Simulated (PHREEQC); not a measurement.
## Buffer

A solution holds 15 mmol/kgw HF and 17 mmol/kgw Na2HPO4, at 25 °C. Closed to the air; pH follows from the charge balance.

Equilibrium calculation in PHREEQC: ion-association model, wateq4f.dat.

The pH comes out as 6.10. The ionic strength is 0.0357 mol/kgw and the total alkalinity is 2.00 meq/kg.

| species | molality | activity | log γ |
|---|---|---|---|
| Na+ | 0.0337 | 0.0284 | -0.075 |
| H2PO4- | 0.0150 | 0.0127 | -0.072 |
| F- | 0.0148 | 0.0123 | -0.079 |
| HPO4-2 | 0.00195 | 0.000992 | -0.294 |
| NaF | 0.000200 | 0.000201 | 0.004 |
| NaHPO4- | 6.49e-5 | 5.50e-5 | -0.072 |
| HF | 1.45e-5 | 1.47e-5 | 0.004 |
| H3PO4 | 1.47e-6 | 1.48e-6 | 0.004 |
| H+ | 9.15e-7 | 7.94e-7 | -0.062 |
| HF2- | 8.32e-7 | 6.94e-7 | -0.079 |
| OH- | 1.51e-8 | 1.26e-8 | -0.079 |
| PO4-3 | 2.59e-9 | 5.63e-10 | -0.662 |

No solid was allowed to form. Complexes and solids missing from the database can't appear. H3PO4, which wateq4f.dat lacks, is added to it with the constant of phreeqc.dat.
